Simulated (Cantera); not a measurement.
An isothermal, constant-pressure homogeneous reactor starts with NH₃ : H₂ = 1 : 2 (molar parts), at 2275 K and 0.300 bar. Integrator tolerance rtol = 1e-08.

Model: the gas-phase N/H chemistry of the illustrative SiF4/NH3 mechanism in the Surface Chemkin manual (1991), integrated in Cantera. Walls and surfaces, which speed up NH3 decomposition in real reactors, are not modelled.

### Question
What does this change do: temperature 2275 to 1325 K?

### Answer
```
quantity                                            before                                    after
-----------------  ---------------------------------------  ---------------------------------------
x(NH₃) at 7.00 s   1.14e-6 (gas-phase equilibrium 1.14e-6)    0.333 (gas-phase equilibrium 9.59e-6)
x(H₂) at 7.00 s        0.861 (gas-phase equilibrium 0.861)      0.667 (gas-phase equilibrium 0.875)
x(N₂H₄) at 7.00 s    <1e-12 (gas-phase equilibrium <1e-12)   2.97e-9 (gas-phase equilibrium <1e-12)
x(N₂) at 7.00 s        0.124 (gas-phase equilibrium 0.124)    4.88e-5 (gas-phase equilibrium 0.125)
x(N) at 7.00 s     1.90e-8 (gas-phase equilibrium 1.90e-8)  1.09e-11 (gas-phase equilibrium <1e-12)
```
